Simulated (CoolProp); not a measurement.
Vapour-liquid equilibrium of ethanol (1) + n-nonane (2) at 8.34 bar; x and y are mole fractions of (1).

Values from CoolProp's multi-fluid Helmholtz-energy mixture model, Schroeder 2014 and Lemmon 2006; pair parameters Bell 2016.

| x | bubble temperature (°C) | y at the bubble point | dew temperature at overall composition x (°C) | liquid density (mol/L) |
|---|---|---|---|---|
| 0.05 | 221.6 | 0.387 | 249.1 | 4.294 |
| 0.2 | 175.0 | [?] | [?] | 5.206 |
| 0.35 | 160.7 | 0.848 | 224.9 | 6.003 |
| 0.5 | 154.7 | [?] | 210.6 | 6.956 |
| 0.65 | 151.1 | 0.901 | 193.2 | [?] |
| 0.8 | 147.9 | 0.929 | 169.9 | 10.11 |
| 0.95 | 144.7 | 0.976 | [?] | 12.99 |

Problem. What belongs in the gaps?

Solution. 
- 0.2, y at the bubble point: 0.771
- 0.2, dew temperature at overall composition x (°C): 237.3
- 0.5, y at the bubble point: 0.879
- 0.65, liquid density (mol/L): 8.242
- 0.95, dew temperature at overall composition x (°C): 146.2

No azeotrope shows between x = 0.05 and 0.95.

The pair parameters rest on a limited set of measurements; away from them the model extrapolates. With so large a gap from Raoult's law the liquid may split in two, which this calculation doesn't test in full.
